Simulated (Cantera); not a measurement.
Hydrocarbon pyrolysis for carbon deposition

An isothermal, constant-pressure homogeneous reactor starts with 4.76 % C₂H₆, 95.2 % N₂, at 1723 K and 16000 Pa.

Computed with Cantera and GRI-Mech 3.0 (53 species, 325 reactions). GRI-Mech 3.0 stops at C3 and has no aromatics, soot or wall deposition, so with more carbon than oxygen in the feed, carbon stays in small species such as C2H2 where larger ones or solid carbon would form.

```json
[
 {"t (s)": "0.000200", "x C₂H₆": "0.00233", "x H₂": "0.0415", "x C₂H₄": "0.0196", "x C₂H": "1.60e-6", "x C₂H₂": "0.0139", "x HCN": "5.75e-6", "x CH₄": "0.0121"},
 {"t (s)": "0.000426", "x C₂H₆": "0.000218", "x H₂": "0.0560", "x C₂H₄": "0.0109", "x C₂H": "1.30e-6", "x C₂H₂": "0.0258", "x HCN": "7.41e-6", "x CH₄": "0.0130"},
 {"t (s)": "0.000909", "x C₂H₆": "4.51e-5", "x H₂": "0.0635", "x C₂H₄": "0.00503", "x C₂H": "7.77e-7", "x C₂H₂": "0.0324", "x HCN": "7.87e-6", "x CH₄": "0.0126"},
 {"t (s)": "0.00194", "x C₂H₆": "1.64e-5", "x H₂": "0.0675", "x C₂H₄": "0.00190", "x C₂H": "5.03e-7", "x C₂H₂": "0.0359", "x HCN": "8.03e-6", "x CH₄": "0.0121"},
 {"t (s)": "0.00413", "x C₂H₆": "7.98e-6", "x H₂": "0.0697", "x C₂H₄": "0.000535", "x C₂H": "3.67e-7", "x C₂H₂": "0.0375", "x HCN": "8.12e-6", "x CH₄": "0.0116"},
 {"t (s)": "0.00880", "x C₂H₆": "5.24e-6", "x H₂": "0.0711", "x C₂H₄": "0.000166", "x C₂H": "3.17e-7", "x C₂H₂": "0.0382", "x HCN": "8.21e-6", "x CH₄": "0.0108"},
 {"t (s)": "0.0188", "x C₂H₆": "4.02e-6", "x H₂": "0.0729", "x C₂H₄": "0.000112", "x C₂H": "3.15e-7", "x C₂H₂": "0.0388", "x HCN": "8.36e-6", "x CH₄": "0.00969"},
 {"t (s)": "0.0400", "x C₂H₆": "2.73e-6", "x H₂": "0.0755", "x C₂H₄": "8.12e-5", "x C₂H": "3.29e-7", "x C₂H₂": "0.0397", "x HCN": "8.64e-6", "x CH₄": "0.00785"},
 {"t (s)": "0.0853", "x C₂H₆": "1.41e-6", "x H₂": "0.0790", "x C₂H₄": "5.17e-5", "x C₂H": "3.50e-7", "x C₂H₂": "0.0408", "x HCN": "9.14e-6", "x CH₄": "0.00548"},
 {"t (s)": "0.182", "x C₂H₆": "5.20e-7", "x H₂": "0.0822", "x C₂H₄": "3.33e-5", "x C₂H": "3.76e-7", "x C₂H₂": "0.0419", "x HCN": "9.94e-6", "x CH₄": "0.00321"},
 {"t (s)": "0.387", "x C₂H₆": "1.43e-7", "x H₂": "0.0845", "x C₂H₄": "2.63e-5", "x C₂H": "3.98e-7", "x C₂H₂": "0.0427", "x HCN": "1.10e-5", "x CH₄": "0.00163"},
 {"t (s)": "0.826", "x C₂H₆": "3.32e-8", "x H₂": "0.0858", "x C₂H₄": "2.46e-5", "x C₂H": "4.11e-7", "x C₂H₂": "0.0431", "x HCN": "1.22e-5", "x CH₄": "0.000769"},
 {"t (s)": "1.76", "x C₂H₆": "7.57e-9", "x H₂": "0.0863", "x C₂H₄": "2.44e-5", "x C₂H": "4.18e-7", "x C₂H₂": "0.0433", "x HCN": "1.34e-5", "x CH₄": "0.000360"},
 {"t (s)": "3.75", "x C₂H₆": "2.03e-9", "x H₂": "0.0866", "x C₂H₄": "2.44e-5", "x C₂H": "4.20e-7", "x C₂H₂": "0.0434", "x HCN": "1.48e-5", "x CH₄": "0.000178"},
 {"t (s)": "8.00", "x C₂H₆": "8.69e-10", "x H₂": "0.0867", "x C₂H₄": "2.44e-5", "x C₂H": "4.21e-7", "x C₂H₂": "0.0434", "x HCN": "1.65e-5", "x CH₄": "0.000107"}
]
```
x: mole fraction; the columns are a selection and need not sum to one.

Equilibrium at this temperature and pressure: C₂H₆ 1.99e-10, H₂ 0.0868, C₂H₄ 7.27e-6, C₂H 1.25e-7, C₂H₂ 0.0129, HCN 0.0610, CH₄ 4.88e-5 (gas phase only).
